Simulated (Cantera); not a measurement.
Input: 1 mol C3H6, 1.1 mol H2O, held at 2525 K and 37.0 Pa.

These are equilibrium values from Cantera (NASA tables, ideal gas, pure condensed phases), not measurements of a reactor. Candidate condensed phases: C, C6H6, C7H8, C8H18, H2O; 110 gas species. Equilibrium is a limit: real reactors are often held back by kinetics, nucleation or transport.

**Question.** What is the equilibrium state?

**Answer.** 
* **x(H)**: 0.652
* **x(H2)**: 0.200
* **x(CO)**: 0.142
* **x(C2H2 (acetylene))**: 0.00240
* **x(C3)**: 0.00197
* **x(C)**: 0.000632
* **x(C2H)**: 0.000593
* **x(C2)**: 0.000183
* **x(C4H2)**: 1.19e-5
* **n(C(graphite))**: 1.80 mol
* **gas amount**: 7.751 mol
